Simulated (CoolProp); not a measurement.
Properties of n-butane along the isobar 5.41 MPa (Tc = 152.0 °C, pc = 3.796 MPa, ω = 0.201).

Computed with CoolProp (reference Helmholtz-energy equation of state, Bücker 2006).

| T (°C) | phase | Z | expansivity (1/kK) |
|---|---|---|---|
| -27.95 | liquid | 0.2429 | 1.522 |
| -15.45 | liquid | 0.2356 | 1.582 |
| -3.05 | liquid | 0.2294 | 1.652 |
| 9.45 | liquid | 0.2239 | 1.734 |
| 21.95 | liquid | 0.2193 | 1.830 |
| 34.45 | liquid | 0.2154 | 1.944 |
| 46.85 | liquid | 0.2122 | 2.079 |
| 59.35 | liquid | 0.2098 | 2.244 |
| 71.85 | liquid | 0.2082 | 2.449 |
| 84.25 | liquid | 0.2075 | 2.705 |
| 96.75 | liquid | 0.2078 | 3.043 |
| 109.25 | liquid | 0.2094 | 3.503 |
| 121.75 | liquid | 0.2127 | 4.170 |
| 134.15 | liquid | 0.2184 | 5.230 |
| 146.65 | liquid | 0.2288 | 7.255 |
| 159.15 | supercritical | 0.2499 | 12.56 |
